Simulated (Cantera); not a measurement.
What does this Cantera script print?

```python
import numpy as np
import cantera as ct

gas = ct.Solution("h2o2.yaml")
gas.TPX = 675, 440000, {'H2': 1, 'O2': 0.263, 'N2': 1.3, 'H2O': 0.2}
flame = ct.FreeFlame(gas, width=0.014)
flame.set_refine_criteria(ratio=3, slope=0.08, curve=0.16)
flame.transport_model = "mixture-averaged"
flame.solve(loglevel=0, auto=True)
z, T = flame.grid, flame.T
thick = (T[-1] - T[0]) / np.gradient(T, z).max()
show = ['H2', 'O2', 'H2O', 'HO2', 'H', 'O']
print(f"laminar burning velocity  {flame.velocity[0] * 100:.3f} cm/s")
print(f"burnt temperature         {T[-1]:.1f} K")
print(f"thermal thickness         {thick * 1e3:.4f} mm")
print(f"grid points               {len(z)}")
z0 = z[flame.heat_release_rate.argmax()]
print(f"{'z/mm':>9s}{'T/K':>9s}{'u/(m/s)':>9s}" + "".join(f"{s:>11s}" for s in show))
rows = []
for k in (-3, -2, -1.5, -1, -0.5, -0.25, 0, 0.25, 0.5, 1, 2, 4, 8):
    zz = z0 + k * thick
    rows.append([k * thick, np.interp(zz, z, T), np.interp(zz, z, flame.velocity),
                 *(np.interp(zz, z, flame.X[gas.species_index(s)]) for s in show)])
    print(f"{rows[-1][0] * 1e3:9.3f}{rows[-1][1]:9.1f}{rows[-1][2]:9.3f}" + "".join(f"{x:11.3e}" for x in rows[-1][3:]))
```

It prints:

```
laminar burning velocity  739.961 cm/s
burnt temperature         2068.8 K
thermal thickness         0.0692 mm
grid points               109
     z/mm      T/K  u/(m/s)         H2         O2        H2O        HO2          H          O
   -0.208    675.0    7.400  3.619e-01  9.519e-02  7.239e-02  1.542e-10  5.739e-15  3.703e-14
   -0.138    675.0    7.399  3.619e-01  9.519e-02  7.239e-02  8.467e-09  1.872e-12  9.392e-12
   -0.104    675.1    7.399  3.618e-01  9.521e-02  7.241e-02  1.146e-07  6.845e-11  2.339e-10
   -0.069    676.2    7.401  3.608e-01  9.535e-02  7.255e-02  6.342e-06  5.155e-08  2.914e-08
   -0.035    738.1    7.947  3.471e-01  9.523e-02  7.749e-02  6.260e-04  1.902e-04  1.675e-05
   -0.017    979.5   10.286  3.137e-01  8.661e-02  1.040e-01  5.824e-04  3.494e-03  2.406e-04
    0.000   1317.1   13.545  2.586e-01  6.108e-02  1.615e-01  2.733e-04  1.580e-02  1.189e-03
    0.017   1560.9   15.909  2.080e-01  2.972e-02  2.228e-01  1.146e-04  2.984e-02  1.707e-03
    0.035   1692.2   17.174  1.822e-01  1.147e-02  2.579e-01  4.169e-05  3.578e-02  1.278e-03
    0.069   1805.0   18.223  1.719e-01  1.877e-03  2.777e-01  6.588e-06  3.335e-02  6.545e-04
    0.138   1892.9   19.005  1.750e-01  3.107e-04  2.831e-01  1.261e-06  2.440e-02  3.395e-04
    0.277   1962.4   19.605  1.795e-01  1.138e-04  2.859e-01  5.226e-07  1.572e-02  1.511e-04
    0.554   2011.1   20.017  1.829e-01  4.172e-05  2.881e-01  2.043e-07  9.276e-03  5.524e-05
```

Model: the H2/O2 subset of GRI-Mech 3.0, which has no nitrogen chemistry, integrated in Cantera. The hydrogen kinetics of GRI-Mech 3.0 are dated; newer H2 mechanisms differ, most at raised pressure. Burning velocities carry a grid error of a few per cent, more on coarse grids.
